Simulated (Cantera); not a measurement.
## Equilibrium for iron carbonyl, mercury and lead vapours: PbO + CO + N₂ + O₂

Charge: 1 mol PbO, 0.49 mol CO, 0.18 mol N₂, 1.4 mol O₂, held at 91.0 Pa.

These are equilibrium values from Cantera (NASA tables, ideal gas, pure condensed phases), not measurements of a reactor. Candidate condensed phases: C, Pb, PbO, PbO₂, Pb₃O₄; 27 gas species. Gases not in the tables: (PbO)n polymers. Rates play no part.

| T (K) | log p O₂ | log p PbO | log p CO₂ | log p N₂ | log p Pb | n PbO(red) | n PbO(yellow) | n PbO(l) |
|---|---|---|---|---|---|---|---|---|
| 748 | -3.24 | -11.43 | -3.61 | -4.05 | <-15 | 1.00 | 0 | 0 |
| 848 | -3.24 | -9.12 | -3.61 | -4.05 | -13.18 | 0 | 1.000 | 0 |
| 948 | -3.24 | -7.31 | -3.61 | -4.05 | -10.55 | 0 | 1.000 | 0 |
| 1048 | -3.24 | -5.86 | -3.61 | -4.05 | -8.44 | 0 | 0.997 | 0 |
| 1148 | -3.25 | -4.66 | -3.62 | -4.06 | -6.69 | 0 | 0.955 | 0 |
| 1248 | -3.34 | -3.75 | -3.71 | -4.15 | -5.28 | 0 | 0 | 0.545 |
| 1348 | -3.42 | -3.53 | -3.81 | -4.24 | -4.62 | 0 | 0 | 0 |
| 1448 | -3.41 | -3.57 | -3.81 | -4.25 | -4.33 | 0 | 0 | 0 |
log p: log10 of the partial pressure in bar; n: condensed amount in mol.

At 748 K the condensed part is PbO(red). From 848 K to 1148 K the condensed part is PbO(yellow). At 1248 K the condensed part is PbO(l). From 1348 K to 1448 K nothing is condensed.
